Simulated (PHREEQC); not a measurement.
Consider water at 25 °C with 0.00069 mol/kgw Fe2(SO4)3 and 0.2 mol/kgw TMAH. Closed to the air; pH follows from the charge balance.

Model: ion-association model, wateq4f.dat, run in PHREEQC.

No solid was allowed to form.

Task: Estimate the pH, activity of water.

Result: pH 13.14; activity of water 0.993.

The solution is supersaturated, for example in Fe(OH)3(a), Hematite (slow to form), so a real one may precipitate; this is no full list. (CH3)4N+ isn't in the database: it is added as a free cation with an ion size of 4 Å.
